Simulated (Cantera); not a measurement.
Input: 1 mol Al(CH₃)₃, 60 mol N₂, 34 mol H₂, 40 mol NH₃.

These are equilibrium values from Cantera (NASA tables, ideal gas, pure condensed phases), not measurements of a reactor. Candidate condensed phases: Al, AlN, C, C₆H₆, C₇H₈, C₈H₁₈; 97 gas species. The feed counts by its element totals alone. Rates play no part.

Question: What condenses at these points (T in °C, P in Pa): (1800, 10); (1650, 1900); (1300, 1900); (1500, 10); (1750, 100000)?

Answer: 
```csv
T (°C),P in Pa,condensed phases,Al condensed (%)
1800,10,C,0.0
1650,1900,AlN + C,52.3
1300,1900,AlN + C,100.0
1500,10,C,0.0
1750,100000,AlN + C,99.0
```
